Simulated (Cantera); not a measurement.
Cantera run:

```python
import numpy as np
import cantera as ct

gas_names = [...]  # 123 gases of nasa_gas.yaml made of C, H, O, Si
cond_names = """
    C(gr) C6H6(L) C7H8(L) C8H18(L),n-octa H2O(s) H2O(L) Si(cr) Si(L) SiC(b) SiO2(Lqz) SiO2(hqz) SiO2(L)
""".split()


# ... load() reads the species with a 1 bar reference pressure and builds the phases ...
atoms = {
    'SiO2': {'Si': 1, 'O': 2},
    'CH4': {'C': 1, 'H': 4},
    'H2': {'H': 2},
}
top_T = {'C(gr)': 4500, 'SiC(b)': 3050}  # K; cautious upper limits of use, not melting points


# ... equilibrate(T, P, feed) seeds the gas with the atoms and calls Mixture.equilibrate('TP', solver="vcs", rtol=1e-11, max_steps=5000) ...
results = []
feed = {'SiO2': 1, 'CH4': 1, 'H2': 0.85}  # mol
T = 1775  # K
P = 5600  # Pa
mix = equilibrate(T, P, feed)
results.append((T, P, feed, dict(zip(mix.species_names, mix.species_moles))))
x = sorted(zip(gas.X, gas.species_names), reverse=True)
print(f"T = {T:g} K  P = {P:g} Pa  gas = {mix.phase_moles(0):.4g} mol")
print("   x: " + "  ".join(f"{s} {v:.3e}" for v, s in x if v > 1e-05))
print("   condensed (mol): " + ("  ".join(f"{mix.phase(i).name} {mix.phase_moles(i):.4g}"
      for i in range(1, mix.n_phases) if mix.phase_moles(i) > 1e-12) or "none"))
```

Output:

```
T = 1775 K  P = 5600 Pa  gas = 4.852 mol
   x: H2 5.869e-01  CO 2.061e-01  SiO 2.061e-01  H 9.370e-04  H2O 3.047e-05  Si 1.170e-05
   condensed (mol): SiC(b) 2.971e-05
```

These are equilibrium values from Cantera (NASA tables, ideal gas, pure condensed phases), not measurements of a reactor.
